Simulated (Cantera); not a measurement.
Cantera run, input and output.

```python
import numpy as np
import cantera as ct

gas = ct.Solution("gri30.yaml")
gas.TPX = 1075, 13332, {'CO': 0.013, 'O2': 0.027, 'H2O': 0.024, 'N2': 1}
reactor = ct.IdealGasConstPressureReactor(gas, energy="off", clone=False)
net = ct.ReactorNet([reactor])
net.rtol, net.atol = 1e-08, 1e-18
show = ['CO', 'O2', 'H2O', 'CO2', 'H2O2', 'H2', 'H']
times = np.geomspace(0.0001, 200, 14)

steps = ct.SolutionArray(gas, extra=["t"])
rows = []
print(f"{'t/s':>10s}{'T/K':>9s}{'P/Pa':>11s}" + "".join(f"{s:>11s}" for s in show))
for t in times:
    while net.time < t:
        t_next = net.step()
        steps.append(gas.state, t=t_next)
    rows.append([np.interp(t, steps.t, y) for y in (steps.T, steps.P, *steps(*show).X.T)])
    print(f"{t:10.3e}{rows[-1][0]:9.1f}{rows[-1][1]:11.4g}" + "".join(f"{x:11.3e}" for x in rows[-1][2:]))
rate = np.gradient(steps.T, steps.t)
print("integrator steps:", len(steps.t))
if steps.T.max() > steps.T[0] + 200:
    print(f"time of steepest temperature rise: {steps.t[rate.argmax()]:.4e} s")
gas.TPX = 1075, 13332, {'CO': 0.013, 'O2': 0.027, 'H2O': 0.024, 'N2': 1}
gas.equilibrate("TP")
print(f"equilibrium (TP): T = {gas.T:.1f} K  " + "  ".join(f"{s} {gas[s].X[0]:.3e}" for s in show))
```

Output:

```
       t/s      T/K       P/Pa         CO         O2        H2O        CO2       H2O2         H2          H
 1.000e-04   1075.0  1.333e+04  1.222e-02  2.538e-02  2.256e-02  2.224e-11  2.981e-19  4.338e-16  7.299e-14
 3.053e-04   1075.0  1.333e+04  1.222e-02  2.538e-02  2.256e-02  6.928e-11  2.873e-18  2.223e-14  1.215e-12
 9.319e-04   1075.0  1.333e+04  1.222e-02  2.538e-02  2.256e-02  2.398e-10  4.287e-17  9.559e-13  1.592e-11
 2.845e-03   1075.0  1.333e+04  1.222e-02  2.538e-02  2.256e-02  1.433e-09  2.116e-15  3.409e-11  1.888e-10
 8.685e-03   1075.0  1.333e+04  1.222e-02  2.538e-02  2.256e-02  7.142e-08  4.024e-13  3.292e-09  1.029e-08
 2.651e-02   1075.0  1.333e+04  1.082e-02  2.458e-02  2.226e-02  1.402e-03  5.908e-08  1.201e-04  2.607e-04
 8.094e-02   1075.0  1.333e+04  8.127e-04  1.977e-02  2.251e-02  1.147e-02  1.246e-07  9.033e-05  6.941e-05
 2.471e-01   1075.0  1.333e+04  7.155e-05  1.941e-02  2.267e-02  1.222e-02  4.712e-08  6.994e-06  1.605e-06
 7.543e-01   1075.0  1.333e+04  6.908e-06  1.939e-02  2.269e-02  1.229e-02  9.492e-09  6.982e-07  5.726e-08
 2.303e+00   1075.0  1.333e+04  5.780e-07  1.938e-02  2.269e-02  1.229e-02  1.586e-09  8.249e-08  2.551e-09
 7.030e+00   1075.0  1.333e+04  3.608e-08  1.938e-02  2.269e-02  1.229e-02  2.941e-10  1.258e-08  1.671e-10
 2.146e+01   1075.0  1.333e+04  2.334e-09  1.939e-02  2.269e-02  1.229e-02  7.122e-11  2.776e-09  1.850e-11
 6.551e+01   1075.0  1.333e+04  4.912e-10  1.939e-02  2.269e-02  1.229e-02  2.278e-11  8.644e-10  3.306e-12
 2.000e+02   1075.0  1.333e+04  2.156e-10  1.939e-02  2.269e-02  1.229e-02  1.086e-11  4.184e-10  1.114e-12
integrator steps: 1892
equilibrium (TP): T = 1075.0 K  CO 1.586e-10  O2 1.937e-02  H2O 2.269e-02  CO2 1.229e-02  H2O2 7.944e-12  H2 3.150e-10  H 7.180e-13
```

Detailed kinetics in Cantera: GRI-Mech 3.0 (53 species, 325 reactions).
